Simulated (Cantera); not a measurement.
Diamond growth

A diamond (100) surface in a fixed gas of H2 with x(CH4) = 0.0036, x(H) = 0.0031, at 1250 K, 11.3 Torr; coverages are run to steady state.

Cantera simulation using the Harris–Goodwin 1993 mechanism for the reconstructed diamond (100) surface; the numbers are that mechanism's predictions, not measurements.

```csv
x(CH3),growth (µm/h),θ c6HH,θ c6H*,θ c6*H,θ c6**,θ c6HM
1e-06,0.00184,0.417,0.0434,0.505,0.0339,1.87e-6
2.5e-06,0.00460,0.417,0.0434,0.505,0.0339,4.68e-6
6.1e-06,0.0112,0.417,0.0434,0.505,0.0339,1.14e-5
1.5e-05,0.0276,0.417,0.0434,0.505,0.0338,2.81e-5
3.7e-05,0.0679,0.417,0.0434,0.505,0.0338,6.92e-5
9.2e-05,0.168,0.417,0.0433,0.505,0.0337,0.000172
0.00023,0.417,0.417,0.0433,0.505,0.0333,0.000428
0.00056,0.996,0.417,0.0432,0.504,0.0326,0.00103
0.0014,2.37,0.415,0.0430,0.501,0.0308,0.00252
```
θ: site fractions in the mechanism's names (c6HH fully hydrogenated, c6H* and c6*H radical sites, c6** diradical, c6HM methylated).
